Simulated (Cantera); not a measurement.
Cantera run, input and output.

```python
import numpy as np
import cantera as ct

gas = ct.Solution("gri30.yaml")
gas.TPX = 1050, 110000, {'CH3OH': 0.0079, 'O2': 0.026, 'N2': 1}
inlet = ct.Reservoir(gas, clone=True)

reactor = ct.IdealGasConstPressureReactor(gas, energy="off", clone=False)
exhaust = ct.Reservoir(gas, clone=True)
tau = [0.95, 0.57, 0.33, 0.2, 0.12, 0.07, 0.041, 0.024, 0.014, 0.0086, 0.0051][0]
for a, b in ((inlet, reactor), (reactor, exhaust)):
    ct.MassFlowController(a, b, mdot=lambda t: reactor.mass / tau)
net = ct.ReactorNet([reactor])
show = ['CH3OH', 'O2', 'CO2', 'C2H6', 'NO', 'N2O']

rows = []
print(f"{'tau/s':>10s}{'T/K':>9s}" + "".join(f"{s:>11s}" for s in show))
for tau in [0.95, 0.57, 0.33, 0.2, 0.12, 0.07, 0.041, 0.024, 0.014, 0.0086, 0.0051]:
    net.initial_time = 0.0
    net.advance(30 * tau)
    before = gas.X
    net.advance(40 * tau)
    drift = np.max(np.abs(gas.X - before) / (gas.X + 1e-9))
    rows.append([gas.T, *gas[show].X, drift])
    print(f"{tau:10.3e}{gas.T:9.1f}" + "".join(f"{x:11.3e}" for x in gas[show].X))
```

It prints:

```
     tau/s      T/K      CH3OH         O2        CO2       C2H6         NO        N2O
 9.500e-01   1050.0  1.477e-04  1.556e-02  4.486e-03  4.474e-14  9.927e-11  4.327e-08
 5.700e-01   1050.0  2.522e-04  1.637e-02  3.464e-03  8.034e-14  3.530e-11  2.386e-08
 3.300e-01   1050.0  4.750e-04  1.750e-02  2.368e-03  1.229e-13  9.000e-12  1.197e-08
 2.000e-01   1050.0  8.222e-04  1.857e-02  1.588e-03  1.571e-13  2.438e-12  6.866e-09
 1.200e-01   1050.0  1.328e-03  1.956e-02  1.024e-03  1.891e-13  7.143e-13  4.319e-09
 7.000e-02   1050.0  2.065e-03  2.058e-02  5.952e-04  2.126e-13  2.118e-13  2.795e-09
 4.100e-02   1050.0  3.090e-03  2.170e-02  2.907e-04  2.009e-13  6.111e-14  1.800e-09
 2.400e-02   1050.0  4.585e-03  2.306e-02  8.977e-05  1.222e-13  1.343e-14  1.047e-09
 1.400e-02   1050.0  7.641e-03  2.515e-02  5.808e-09  1.200e-12  1.520e-20  7.260e-13
 8.600e-03   1050.0  7.641e-03  2.515e-02  3.568e-09  7.014e-13  8.632e-21  2.709e-13
 5.100e-03   1050.0  7.641e-03  2.515e-02  2.116e-09  3.737e-13  4.893e-21  9.411e-14
```

Model: GRI-Mech 3.0 (53 species, 325 reactions), integrated in Cantera. GRI-Mech 3.0 was tuned for natural gas; its chemistry of methanol as a main component is partial and can be far from experiment.
